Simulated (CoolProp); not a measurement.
Saturation properties of R1234ze(E) (Tc = 382.5 K, pc = 36.35 bar, ω = 0.313).

Computed with CoolProp (reference Helmholtz-energy equation of state, Thol 2016).

| T (K) | p (bar) | liquid cp (kJ/(kg K)) | vapour Z | vapour viscosity (µPa s) |
|---|---|---|---|---|
| 234.5 | 0.3948 | 1.253 | 0.9790 | 9.65 |
| 241 | [?] | 1.262 | 0.9732 | 9.93 |
| 247.5 | 0.7507 | 1.271 | 0.9664 | 10.2 |
| 254 | [?] | 1.282 | 0.9585 | 10.5 |
| 260.5 | 1.324 | 1.293 | 0.9494 | 10.8 |
| 267 | 1.716 | 1.306 | 0.9391 | 11.0 |
| 273.5 | 2.194 | 1.319 | 0.9276 | 11.3 |
| 280 | 2.767 | 1.334 | 0.9147 | 11.6 |
| 286.5 | 3.450 | 1.351 | 0.9005 | 11.9 |
| 293 | [?] | 1.369 | 0.8848 | 12.2 |
| 299.5 | 5.192 | 1.390 | 0.8676 | 12.5 |
| 306 | 6.279 | [?] | 0.8488 | [?] |

Problem. What belongs in the gaps?

Solution. 
- 241, p (bar): 0.5500
- 254, p (bar): 1.005
- 293, p (bar): 4.253
- 306, liquid cp (kJ/(kg K)): 1.414
- 306, vapour viscosity (µPa s): 12.8

It boils at 254.2 K under 1 atm.

Viscosity comes from a separate model (Bell 2016), an estimate that may be off by 10 % or more.
